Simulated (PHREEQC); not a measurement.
A solution holds 0.029 mol CdCl2 and 0.25 mol H3BO3 per kg of water, at 21 °C. Closed to the air; pH follows from the charge balance.

Equilibrium calculation in PHREEQC: ion-association model, wateq4f.dat.

```yaml
pH: 4.91
ionic_strength: 0.0480 mol/kgw
```

```
species  molality  activity   log γ
-------  --------  --------  ------
H3BO3       0.250     0.253   0.005
Cl-        0.0376    0.0307  -0.088
CdCl+      0.0168    0.0139  -0.084
Cd+2       0.0104   0.00480  -0.335
CdCl2     0.00173   0.00175   0.005
CdCl3-    3.87e-5   3.19e-5  -0.084
```

This is a speciation only: nothing precipitates in the calculation.
